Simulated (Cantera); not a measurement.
# Carbon deposition, reforming and gasification: C₃H₈ + O₂ + H₂

A closed system holds: 1 mol C₃H₈, 0.91 mol O₂, 7 mol H₂, held at 6.15 Torr.

Method: chemical equilibrium by Gibbs-energy minimisation in Cantera with the NASA 1993 tables (ideal gas, pure condensed phases). Candidate condensed phases: C, C₆H₆, C₇H₈, C₈H₁₈, H₂O; 131 gas species. Ions and electrons are included (thermal ionisation). The numbers say what is thermodynamically allowed, not how fast it happens.

| T (K) | x H | x H₂ | x CO | x C | x O | x C₂H₂ (acetylene) | x C₃ | n C(graphite) |
|---|---|---|---|---|---|---|---|---|
| 2000 | 0.0165 | 0.842 | 0.141 | 3.71e-9 | 3.19e-12 | 0.000647 | 3.38e-9 | 1.16 |
| 2250 | 0.0728 | 0.788 | 0.137 | 4.44e-7 | 3.80e-11 | 0.00264 | 7.93e-7 | 1.11 |
| 2500 | 0.223 | 0.644 | 0.126 | 2.03e-5 | 2.64e-10 | 0.00696 | 6.06e-5 | 0.969 |
| 2750 | 0.477 | 0.399 | 0.108 | 0.000460 | 1.19e-9 | 0.0112 | 0.00206 | 0.616 |
| 3000 | 0.717 | 0.169 | 0.0884 | 0.00409 | 5.96e-9 | 0.00461 | 0.0110 | 0 |
| 3250 | 0.837 | 0.0557 | 0.0787 | 0.0147 | 4.33e-8 | 0.000478 | 0.00831 | 0 |
| 3500 | 0.868 | 0.0177 | 0.0748 | 0.0328 | 3.37e-7 | 3.13e-5 | 0.00265 | 0 |
| 3750 | 0.875 | 0.00624 | 0.0734 | 0.0437 | 3.09e-6 | 1.24e-6 | 0.000289 | 0 |
| 4000 | 0.878 | 0.00249 | 0.0730 | 0.0463 | 2.63e-5 | 4.98e-8 | 2.33e-5 | 0 |
| 4250 | 0.879 | 0.00110 | 0.0727 | 0.0471 | 0.000181 | 2.72e-9 | 2.28e-6 | 0 |
| 4500 | 0.879 | 0.000529 | 0.0718 | 0.0480 | 0.000995 | 2.07e-10 | 2.92e-7 | 0 |
| 4750 | 0.876 | 0.000274 | 0.0683 | 0.0511 | 0.00421 | 2.25e-11 | 5.32e-8 | 0 |
| 5000 | 0.868 | 0.000150 | 0.0591 | 0.0592 | 0.0128 | 3.63e-12 | 1.51e-8 | 0 |
x: gas mole fraction; n: condensed amount in mol.

From 2000 K to 2750 K the condensed part is C(graphite). From 3000 K to 5000 K nothing is condensed. The main C-bearing gas is CO at 2000 K and C at 5000 K.
